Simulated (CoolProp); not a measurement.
Aqueous calcium chloride as a coolant, 28 % by mass, freezing at -39.0 °C, 1 atm.

Model: Melinder's fits for secondary coolants, in CoolProp.

```csv
T (°C),cp (kJ/(kg K)),conductivity (W/(m K)),Prandtl number,viscosity (mPa s)
-8.1,2.754,0.524,32.7,6.22
-3.4,2.767,0.531,28.0,5.38
1.3,2.780,0.537,24.3,4.70
6,2.793,0.544,21.3,4.15
10.7,2.806,0.550,18.8,3.70
15.4,2.818,0.557,16.8,3.32
20.1,2.831,0.564,15.1,3.00
24.9,2.843,0.570,13.6,2.72
29.6,2.856,0.577,12.3,2.48
34.3,2.868,0.583,11.2,2.27
39,2.879,0.590,10.2,2.08
```
